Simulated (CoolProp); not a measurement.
Dry air at 298.15 K and 4.1 MPa flows at 0.26 m/s in a round tube of 100 mm bore and 45 µm roughness, fully developed (64/Re and Nu = 3.66 if laminar; Colebrook and Gnielinski if turbulent). Each further row changes one setting.

The numbers come from the reference Helmholtz-energy equation of state, Lemmon 2000 in CoolProp. It is a pseudo-pure fit of the blend.

```
case               Reynolds number  Darcy friction factor  pressure drop (Pa/m)  heat-transfer coefficient (W/(m² K))  mass flow (kg/h)
-----------------  ---------------  ---------------------  --------------------  ------------------------------------  ----------------
as stated                    65600                    ___                 0.350                                   ___               ___
velocity 0.52 m/s           131000                    ___                   ___                                  73.4               ___
diameter 200 mm             131000                 0.0183                   ___                                  34.5              1420
```

Task: What belongs in the gaps?

Result: 
- as stated, Darcy friction factor: 0.0214
- as stated, heat-transfer coefficient (W/(m² K)): 40.4
- as stated, mass flow (kg/h): 355
- velocity 0.52 m/s, Darcy friction factor: 0.0194
- velocity 0.52 m/s, pressure drop (Pa/m): 1.27
- velocity 0.52 m/s, mass flow (kg/h): 711
- diameter 200 mm, pressure drop (Pa/m): 0.150

Viscosity comes from a separate model (Lemmon 2004). Thermal conductivity comes from a separate model (Lemmon 2004).
